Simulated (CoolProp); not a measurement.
Model: reference Helmholtz-energy equation of state, Lemmon 2006, in CoolProp. It is a short technical equation, of lower accuracy than the large ones.

**Question.** Give the vapour pressure (kPa), vapour density (kg/m³), surface tension (mN/m) of saturated carbon monoxide at 89.4, 94.7 K.

**Answer.** 
```tsv
T (K)	p (kPa)	vapour density (kg/m³)	surface tension (mN/m)
89.4	226	9.17	7.88
94.7	360	14.2	6.79
```

Surface tension comes from a separate correlation (Mulero 2012).
